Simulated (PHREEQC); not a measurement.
**Copper plating or etch bath**

Solution (25 °C): 1.5 mmol/kgw Cu(NO3)2, 0.18 mmol/kgw HCl and 0.055 mmol/kgw Na2SO4. Closed to the air; pH follows from the charge balance.

Equilibrium calculation in PHREEQC: ion-association model, phreeqc.dat.

Each row changes one thing in this solution. No solid was allowed to form.

```json
[
 {"case": "as made", "pH": "3.77", "SO4-2 (mol/kgw)": "4.65e-5", "CuSO4 (mol/kgw)": "7.91e-6", "HSO4- (mol/kgw)": "6.09e-7", "CuCl+ (mol/kgw)": "5.41e-7", "NaSO4- (mol/kgw)": "1.91e-8", "SI of Halite (NaCl)": "-9.34"},
 {"case": "temperature from 25 to 55 °C", "pH": "3.78", "SO4-2 (mol/kgw)": "4.49e-5", "CuSO4 (mol/kgw)": "8.92e-6", "HSO4- (mol/kgw)": "1.19e-6", "CuCl+ (mol/kgw)": "[?]", "NaSO4- (mol/kgw)": "2.16e-8", "SI of Halite (NaCl)": "-9.37"},
 {"case": "temperature from 25 to 80 °C", "pH": "3.78", "SO4-2 (mol/kgw)": "4.33e-5", "CuSO4 (mol/kgw)": "9.47e-6", "HSO4- (mol/kgw)": "2.24e-6", "CuCl+ (mol/kgw)": "4.94e-6", "NaSO4- (mol/kgw)": "[?]", "SI of Halite (NaCl)": "-9.39"},
 {"case": "temperature from 25 to 30 °C", "pH": "3.78", "SO4-2 (mol/kgw)": "4.62e-5", "CuSO4 (mol/kgw)": "8.10e-6", "HSO4- (mol/kgw)": "6.75e-7", "CuCl+ (mol/kgw)": "6.86e-7", "NaSO4- (mol/kgw)": "[?]", "SI of Halite (NaCl)": "-9.34"},
 {"case": "Na2SO4 from 5.5e-05 to 1.1e-05 mol/kgw", "pH": "3.77", "SO4-2 (mol/kgw)": "9.28e-6", "CuSO4 (mol/kgw)": "1.60e-6", "HSO4- (mol/kgw)": "1.22e-7", "CuCl+ (mol/kgw)": "5.45e-7", "NaSO4- (mol/kgw)": "7.65e-10", "SI of Halite (NaCl)": "-10.04"}
]
```

Problem. Fill in the missing entries.

Solution. 
- temperature from 25 to 55 °C, CuCl+ (mol/kgw): 2.00e-6
- temperature from 25 to 80 °C, NaSO4- (mol/kgw): 2.31e-8
- temperature from 25 to 30 °C, NaSO4- (mol/kgw): 1.95e-8

Complexes and solids missing from the database can't appear. At this temperature some constants are extrapolated from 25 °C, and those without enthalpy data are left unchanged.
